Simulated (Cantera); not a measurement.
Adiabatic ignition

An adiabatic, constant-pressure homogeneous reactor starts with 6.87 % CH4, 0.962 % CO, 8.38 % O2, 83.8 % N2, equivalence ratio 1.7, at 1625 K and 1.00 bar.

Computed with Cantera and GRI-Mech 3.0 (53 species, 325 reactions).

```json
[
 {"t (s)": "3.00e-6", "T (K)": "1625", "x CH4": "0.0687", "x CO": "0.00962", "x O2": "0.0838", "x CH3": "1.64e-6", "x CO2": "2.20e-8", "x O": "2.44e-8"},
 {"t (s)": "6.63e-6", "T (K)": "1625", "x CH4": "0.0687", "x CO": "0.00962", "x O2": "0.0838", "x CH3": "3.94e-6", "x CO2": "5.83e-8", "x O": "2.68e-8"},
 {"t (s)": "1.47e-5", "T (K)": "1625", "x CH4": "0.0687", "x CO": "0.00962", "x O2": "0.0838", "x CH3": "9.32e-6", "x CO2": "1.68e-7", "x O": "3.22e-8"},
 {"t (s)": "3.24e-5", "T (K)": "1625", "x CH4": "0.0687", "x CO": "0.00961", "x O2": "0.0838", "x CH3": "2.25e-5", "x CO2": "5.28e-7", "x O": "4.56e-8"},
 {"t (s)": "7.17e-5", "T (K)": "1625", "x CH4": "0.0686", "x CO": "0.00961", "x O2": "0.0838", "x CH3": "5.71e-5", "x CO2": "1.70e-6", "x O": "8.15e-8"},
 {"t (s)": "0.000158", "T (K)": "1625", "x CH4": "0.0684", "x CO": "0.00961", "x O2": "0.0837", "x CH3": "0.000149", "x CO2": "5.28e-6", "x O": "1.86e-7"},
 {"t (s)": "0.000350", "T (K)": "1626", "x CH4": "0.0675", "x CO": "0.00967", "x O2": "0.0833", "x CH3": "0.000381", "x CO2": "2.23e-5", "x O": "5.57e-7"},
 {"t (s)": "0.000775", "T (K)": "1662", "x CH4": "0.0568", "x CO": "0.0127", "x O2": "0.0768", "x CH3": "0.00132", "x CO2": "0.000314", "x O": "5.30e-6"},
 {"t (s)": "0.00171", "T (K)": "2258", "x CH4": "<1e-12", "x CO": "0.0580", "x O2": "8.24e-5", "x CH3": "<1e-12", "x CO2": "0.0160", "x O": "0.000129"},
 {"t (s)": "0.00379", "T (K)": "2285", "x CH4": "<1e-12", "x CO": "0.0584", "x O2": "2.07e-5", "x CH3": "<1e-12", "x CO2": "0.0158", "x O": "3.27e-5"},
 {"t (s)": "0.00837", "T (K)": "2293", "x CH4": "<1e-12", "x CO": "0.0585", "x O2": "1.01e-5", "x CH3": "<1e-12", "x CO2": "0.0157", "x O": "1.60e-5"},
 {"t (s)": "0.0185", "T (K)": "2293", "x CH4": "<1e-12", "x CO": "0.0585", "x O2": "9.13e-6", "x CH3": "<1e-12", "x CO2": "0.0157", "x O": "1.45e-5"},
 {"t (s)": "0.0409", "T (K)": "2294", "x CH4": "<1e-12", "x CO": "0.0585", "x O2": "9.13e-6", "x CH3": "<1e-12", "x CO2": "0.0157", "x O": "1.45e-5"},
 {"t (s)": "0.0905", "T (K)": "2294", "x CH4": "<1e-12", "x CO": "0.0585", "x O2": "9.13e-6", "x CH3": "<1e-12", "x CO2": "0.0157", "x O": "1.45e-5"},
 {"t (s)": "0.200", "T (K)": "2294", "x CH4": "<1e-12", "x CO": "0.0585", "x O2": "9.14e-6", "x CH3": "<1e-12", "x CO2": "0.0157", "x O": "1.45e-5"}
]
```
x: mole fraction; the columns are a selection and need not sum to one.

```json
{
  "time_of_steepest_temperature_rise": "0.979 ms",
  "temperature at 0.200 s": "2294 K",
  "equilibrium_temperature": "2294 K",
  "x(CH4) at 0.200 s": "<1e-12 (gas-phase equilibrium <1e-12)",
  "x(CO) at 0.200 s": "0.0585 (gas-phase equilibrium 0.0585)",
  "x(O2) at 0.200 s": "9.14e-6 (gas-phase equilibrium 9.14e-6)"
}
```
